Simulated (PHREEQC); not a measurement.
## Leach liquor: an equilibrium model

Make-up at 20 °C: 140 mmol/kgw HCl, 0.03 mmol/kgw FeSO4 and 4.3 mmol/kgw MgSO4. It is in equilibrium with CO2 at log p = -3.4 (atm). Otherwise closed; pH follows from the charge balance.

Model: Pitzer model, pitzer.dat, run in PHREEQC.

Each row changes one thing in this solution. This is a speciation only: nothing precipitates in the calculation.

| case | pH | ionic strength (mol/kgw) | HSO4- (mol/kgw) | SO4-2 (mol/kgw) | HCO3- (mol/kgw) | SI of Epsomite (MgSO4:7H2O) | SI of Hexahydrite (MgSO4:6H2O) |
|---|---|---|---|---|---|---|---|
| as made | 0.95 | 0.151 | 0.00305 | 0.00128 | 8.76e-11 | -4.52 | -4.85 |
| HCl from 0.14 to 0.7 mol/kgw | 0.17 | 0.711 | 0.00330 | 0.00103 | 2.18e-11 | -5.33 | -5.65 |
| diluted 5-fold with water | 1.62 | 0.0306 | 0.000443 | 0.000423 | 3.36e-10 | -5.18 | -5.51 |
| MgSO4 from 0.0043 to 0.00043 mol/kgw | 0.94 | 0.141 | 0.000330 | 0.000130 | 8.48e-11 | -6.49 | -6.82 |
| diluted 100-fold with water | 2.87 | 0.00157 | 3.80e-6 | 3.95e-5 | 5.18e-9 | -7.04 | -7.37 |
| FeSO4 from 3e-05 to 2.7e-05 mol/kgw | 0.95 | 0.151 | 0.00304 | 0.00128 | 8.76e-11 | -4.52 | -4.85 |
| FeSO4 from 3e-05 to 6e-06 mol/kgw | 0.95 | 0.151 | 0.00303 | 0.00128 | 8.76e-11 | -4.53 | -4.86 |
| HCl from 0.14 to 0.07 mol/kgw | [?] | 0.0819 | [?] | 0.00163 | 1.60e-10 | -4.20 | -4.53 |
| MgSO4 from 0.0043 to 0.0215 mol/kgw | 0.99 | 0.198 | 0.0140 | 0.00753 | 1.01e-10 | -3.17 | -3.50 |

**Question.** Some entries are withheld; supply them.

**Answer.** 
- HCl from 0.14 to 0.07 mol/kgw, pH: 1.25
- HCl from 0.14 to 0.07 mol/kgw, HSO4- (mol/kgw): 0.00270

Species that the database lacks are ignored.
